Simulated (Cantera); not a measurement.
A freely propagating, adiabatic, planar premixed flame of CO : H₂ : CH₄ : O₂ : N₂ : CO₂ = 1 : 0.094 : 0.11 : 0.59 : 2.22 : 0.57 (molar parts), equivalence ratio 1.3, unburnt at 700 K and 1.20 bar; mixture-averaged transport, grid criteria slope 0.08 and curve 0.16, no radiation.

Detailed kinetics in Cantera: GRI-Mech 3.0 (53 species, 325 reactions). Burning velocities carry a grid error of a few per cent, more on coarse grids.

Q: How do the results move with these cheaper or finer settings: unity-Lewis-number transport; multicomponent transport; multicomponent+Soret transport; grid criteria slope 0.5, curve 1; grid criteria slope 0.25, curve 0.5; grid criteria slope 0.03, curve 0.06?

A: 
```csv
setting,laminar burning velocity,thermal thickness,peak x(CH₂O),peak x(O),grid points
as above,193 cm/s,0.393 mm,0.000276,0.00837,140
unity-Lewis-number transport,136 cm/s,0.373 mm,0.000250,0.00893,130
multicomponent transport,192 cm/s,0.394 mm,0.000276,0.00834,140
multicomponent+Soret transport,187 cm/s,0.396 mm,0.000273,0.00831,140
"grid criteria slope 0.5, curve 1",210 cm/s,0.451 mm,0.000268,0.00864,49
"grid criteria slope 0.25, curve 0.5",201 cm/s,0.420 mm,0.000274,0.00850,73
"grid criteria slope 0.03, curve 0.06",191 cm/s,0.387 mm,0.000278,0.00831,323
```
The base run took roughly 12 core-seconds.
Unity Lewis numbers drop preferential diffusion, which matters most where H2 and H carry the flame; Soret adds thermal diffusion.
